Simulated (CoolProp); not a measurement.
Values from CoolProp's reference Helmholtz-energy equation of state, Guder 2009.

Give the vapour pressure (MPa), liquid cp (kJ/(kg K)), vapour Z, vapour viscosity (µPa s) of saturated sulfur hexafluoride at -5.45 °C.


| T (°C) | p (MPa) | liquid cp (kJ/(kg K)) | vapour Z | vapour viscosity (µPa s) |
|---|---|---|---|---|
| -5.45 | 1.07 | 1.01 | 0.792 | 14.5 |

Viscosity comes from a separate model (Quiñones-Cisneros 2012).
